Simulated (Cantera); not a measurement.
Cantera run, input and output.

```python
import numpy as np
import cantera as ct

gas = ct.Solution("gri30.yaml")
gas.TPX = 1575, 29000, {'CH4': 1, 'O2': 1.33, 'N2': 5.01}
reactor = ct.IdealGasReactor(gas, energy="on", clone=False)
net = ct.ReactorNet([reactor])
net.rtol, net.atol = 1e-08, 1e-16
show = ['CH4', 'O2', 'OH', 'H2O2', 'NO2', 'NO']
times = np.geomspace(7e-06, 5, 10)

steps = ct.SolutionArray(gas, extra=["t"])
rows = []
print(f"{'t/s':>10s}{'T/K':>9s}{'P/Pa':>11s}" + "".join(f"{s:>11s}" for s in show))
for t in times:
    while net.time < t:
        t_next = net.step()
        steps.append(gas.state, t=t_next)
    rows.append([np.interp(t, steps.t, y) for y in (steps.T, steps.P, *steps(*show).X.T)])
    print(f"{t:10.3e}{rows[-1][0]:9.1f}{rows[-1][1]:11.4g}" + "".join(f"{x:11.3e}" for x in rows[-1][2:]))
rate = np.gradient(steps.T, steps.t)
print("integrator steps:", len(steps.t))
if steps.T.max() > steps.T[0] + 200:
    print(f"time of steepest temperature rise: {steps.t[rate.argmax()]:.4e} s")
gas.TPX = 1575, 29000, {'CH4': 1, 'O2': 1.33, 'N2': 5.01}
gas.equilibrate("UV")
print(f"equilibrium (UV): T = {gas.T:.1f} K  " + "  ".join(f"{s} {gas[s].X[0]:.3e}" for s in show))
```

Output:

```
       t/s      T/K       P/Pa        CH4         O2         OH       H2O2        NO2         NO
 7.000e-06   1575.0    2.9e+04  1.362e-01  1.812e-01  2.403e-08  5.350e-09  3.696e-21  6.835e-16
 3.130e-05   1575.0    2.9e+04  1.362e-01  1.812e-01  4.318e-08  5.487e-08  5.391e-19  5.018e-15
 1.399e-04   1574.9    2.9e+04  1.362e-01  1.812e-01  1.573e-07  2.459e-07  7.110e-17  4.688e-14
 6.257e-04   1575.8  2.902e+04  1.354e-01  1.808e-01  1.185e-06  4.934e-07  1.180e-14  1.187e-12
 2.798e-03   2828.4  5.889e+04  8.695e-14  3.684e-03  1.773e-02  8.695e-08  1.800e-07  2.695e-03
 1.251e-02   2823.8  5.879e+04  9.062e-14  3.484e-03  1.728e-02  8.362e-08  2.796e-07  4.294e-03
 5.593e-02   2823.8  5.879e+04  9.062e-14  3.484e-03  1.728e-02  8.362e-08  2.796e-07  4.294e-03
 2.501e-01   2823.8  5.879e+04  9.062e-14  3.484e-03  1.728e-02  8.362e-08  2.796e-07  4.294e-03
 1.118e+00   2823.8  5.879e+04  9.062e-14  3.484e-03  1.728e-02  8.362e-08  2.796e-07  4.294e-03
 5.000e+00   2823.8  5.879e+04  9.062e-14  3.484e-03  1.728e-02  8.362e-08  2.796e-07  4.294e-03
integrator steps: 1760
time of steepest temperature rise: 1.7018e-03 s
equilibrium (UV): T = 2823.8 K  CH4 1.105e-13  O2 3.484e-03  OH 1.728e-02  H2O2 8.362e-08  NO2 2.796e-07  NO 4.294e-03
```

Computed with Cantera and GRI-Mech 3.0 (53 species, 325 reactions).
